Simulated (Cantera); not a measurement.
Input (Python, Cantera) and output of one run.

```python
import numpy as np
import cantera as ct

gas_names = """
    CL BCL3 N2
""".split()
cond_names = """
    BN(s)
""".split()


# ... load() reads the species with a 1 bar reference pressure and builds the phases ...
species = {s.name: s for s in load("nasa_gas.yaml", gas_names) + load("nasa_condensed.yaml", cond_names)}
# Each term lists the table entries of one substance; the one whose range holds T is used.
reactions = {
    '2 BN + 6 Cl(g) = 2 BCl3(g) + N2(g)':
        [(-2, ['BN(s)']), (-6, ['CL']), (2, ['BCL3']), (1, ['N2'])],
}


def pick(names, T):
    return next(species[n] for n in names if species[n].thermo.min_temp <= T <= species[n].thermo.max_temp)


results = []
for label, terms in reactions.items():
    print(label)
    print("     T/K   dH/kJ  dS/(J/K)   dG/kJ   log10 K")
    for T in [448, 648, 848, 1048, 1248, 1448]:
        used = [(nu, pick(names, T)) for nu, names in terms]
        dH = sum(nu * s.thermo.h(T) for nu, s in used) / 1e6
        dS = sum(nu * s.thermo.s(T) for nu, s in used) / 1e3
        dG = dH - T * dS / 1e3
        logK = -dG * 1e6 / (ct.gas_constant * T * np.log(10))
        results.append((label, T, dH, dS, dG, logK, [s.name for _, s in used]))
        print(f"{T:8g} {dH:8.1f} {dS:8.1f} {dG:8.1f} {logK:8.2f}")
```

Output:

```
2 BN + 6 Cl(g) = 2 BCl3(g) + N2(g)
     T/K   dH/kJ  dS/(J/K)   dG/kJ   log10 K
     448  -1034.8   -256.7   -919.8   107.25
     648  -1040.0   -266.1   -867.5    69.93
     848  -1045.7   -273.8   -813.5    50.11
    1048  -1051.5   -280.0   -758.1    37.78
    1248  -1057.5   -285.2   -701.6    29.36
    1448  -1063.4   -289.6   -644.1    23.23
```

Source: NASA polynomial tables (part measured, part estimated), evaluated in Cantera. Condensed species are held in their standard states even where they would react or evaporate.
